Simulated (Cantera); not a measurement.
A perfectly stirred reactor is fed with NH3 : N2 = 1 : 15 (molar parts), at 28.5 Torr; it is held at 2075 K, and followed from long to short residence time.

Model: the gas-phase N/H chemistry of the illustrative SiF4/NH3 mechanism in the Surface Chemkin manual (1991), integrated in Cantera. Walls and surfaces, which speed up NH3 decomposition in real reactors, are not modelled.

x: mole fraction; the columns are a selection and need not sum to one.

| τ (s) | x NH3 | x NH | x NH2 | x N2H4 | x N2 | x N |
|---|---|---|---|---|---|---|
| 1.6 | 0.00998 | 9.08e-6 | 9.96e-5 | 9.71e-11 | 0.916 | 2.36e-6 |
| 0.85 | 0.0158 | 1.10e-5 | 0.000141 | 1.95e-10 | 0.918 | 2.46e-6 |
| 0.44 | 0.0238 | 1.30e-5 | 0.000195 | 3.72e-10 | 0.921 | 2.49e-6 |
| 0.23 | 0.0330 | 1.45e-5 | 0.000257 | 6.45e-10 | 0.925 | 2.36e-6 |
| 0.12 | 0.0421 | 1.53e-5 | 0.000324 | 1.03e-9 | 0.929 | ___ |
| 0.064 | 0.0494 | 1.49e-5 | 0.000391 | 1.50e-9 | 0.932 | ___ |
| 0.033 | 0.0551 | 1.32e-5 | 0.000458 | 2.05e-9 | 0.934 | ___ |
| 0.017 | 0.0587 | 1.04e-5 | 0.000503 | 2.47e-9 | 0.936 | ___ |
| 0.0092 | 0.0606 | 7.48e-6 | 0.000492 | 2.37e-9 | 0.937 | ___ |
| 0.0048 | 0.0617 | 4.53e-6 | 0.000399 | 1.56e-9 | 0.937 | ___ |
| 0.0025 | 0.0622 | 2.29e-6 | 0.000254 | 6.33e-10 | 0.937 | ___ |

### Question
What belongs in the gaps?

### Answer

- 0.12, x N: 2.03e-6
- 0.064, x N: 1.52e-6
- 0.033, x N: 9.19e-7
- 0.017, x N: 4.33e-7
- 0.0092, x N: 1.74e-7
- 0.0048, x N: 5.59e-8
- 0.0025, x N: 1.85e-8
